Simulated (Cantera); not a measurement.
A closed system holds: 1 mol Si2Cl6, 1.7 mol N2, at 748.15 K and 0.000620 bar.

Method: chemical equilibrium by Gibbs-energy minimisation in Cantera with the NASA 1993 tables (ideal gas, pure condensed phases). Candidate condensed phases: Si, Si3N4; 13 gas species. The feed counts by its element totals alone. N2 is the only nitrogen source here; it is nearly inert below about 1500 K, so the nitride shown seldom forms there in practice. Rates play no part.

Task: What is the equilibrium state?

Result: 
```
Property                             Result
--------------------------------  ---------
x(SiCl4)                              0.523
x(N2)                                 0.477
x(SiCl3)                            1.58e-6
n(Si3N4(s))                       0.167 mol
gas amount                        2.867 mol
log10 activity of Si(s) (absent)      -9.22
```
